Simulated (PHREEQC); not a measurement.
A solution holds 0.65 mmol/kgw H4SiO4, at 25 °C. Closed to the air; pH follows from the charge balance.

Computed with PHREEQC (ion-association model, wateq4f.dat).

Precipitation was switched off in this run.

### Question
What pH does the model give?

### Answer
pH 6.49.

Examples of supersaturated solids here: Quartz (slow to form), Chalcedony (slow to form). Others may be too.
